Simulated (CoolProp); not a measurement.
Model: reference Helmholtz-energy equation of state, Gao 2022, in CoolProp.

Give the vapour pressure (kPa), liquid density (kg/m³), vapour density (kg/m³) of saturated n-perfluorohexane at 287.1, 299.7, 337.4 K.


| T (K) | p (kPa) | liquid density (kg/m³) | vapour density (kg/m³) |
|---|---|---|---|
| 287.1 | 17.7 | 1710 | 2.55 |
| 299.7 | 31.5 | 1670 | 4.38 |
| 337.4 | 128 | 1560 | 16.7 |
